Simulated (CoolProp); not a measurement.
A single-stage vapour-compression cycle with n-hexane: evaporating at 299.15 K (dew point), condensing at 346.15 K (bubble point), superheat 8 K, subcooling 0 K, compressor efficiency 0.8, no pressure losses. Each further row changes one setting.

Values from CoolProp's reference Helmholtz-energy equation of state, Thol 2019.

| case | cooling COP | pressure ratio | discharge temperature (K) | refrigerating effect (kJ/kg) | volumetric capacity (kJ/m³) |
|---|---|---|---|---|---|
| as stated | 4.17 | 5.49 | 346.2 | 267 | 193 |
| evaporating temperature 304.15 K | 4.86 | 4.45 | 346.2 | 275 | 242 |
| condensing temperature 341.15 K | 4.80 | 4.71 | 342.2 | 279 | 201 |
| subcooling 5 K | 4.36 | 5.49 | 346.2 | 279 | 201 |
| superheat 18 K | 4.28 | 5.49 | 355.9 | 284 | 198 |
| compressor efficiency 0.7 | 3.65 | 5.49 | 350.5 | 267 | 193 |

The compression ends wet for: as stated; subcooling 5 K.
